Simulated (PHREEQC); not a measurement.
0.06 g of hydrous ferric oxide (600 m²/g; 0.2 weak and 0.005 strong sites per Fe, Dzombak-Morel constants, diffuse double layer) in 1 kg of water with 0.1 mol/kgw of an inert sodium salt and 6.5e-07 mol/kgw PbCl2, at 25 °C; the pH is set by adding NaOH or the inert anion's acid. Oxygen is held at 0.21 atm. No CO2 enters from the air. Nothing may precipitate in this run.

Base run: PHREEQC, ion-association model, wateq4f.dat. Each further column changes one thing. The table gives surface potential ψ (mV).

```csv
pH,base,background salt from 0.1 to 0.01 mol/kgw,oxide from 0.06 to 0.3 g/kgw
3,153,[?],153
3.5,151,[?],151
4,147,185,147
4.5,138,170,138
5,126,[?],126
5.5,111,133,111
6,94,111,93
6.5,74,[?],74
7,53,61,53
7.5,30,34,29
8,6,7,5
8.5,-18,[?],[?]
9,-42,[?],-42
```

**Question.** Some entries are withheld; supply them.

**Answer.** 
- 3, background salt from 0.1 to 0.01 mol/kgw: 203
- 3.5, background salt from 0.1 to 0.01 mol/kgw: 197
- 5, background salt from 0.1 to 0.01 mol/kgw: 152
- 6.5, background salt from 0.1 to 0.01 mol/kgw: 87
- 8.5, background salt from 0.1 to 0.01 mol/kgw: -21
- 8.5, oxide from 0.06 to 0.3 g/kgw: -19
- 9, background salt from 0.1 to 0.01 mol/kgw: -48

The oxide is taken as insoluble; below pH 4 it would dissolve.
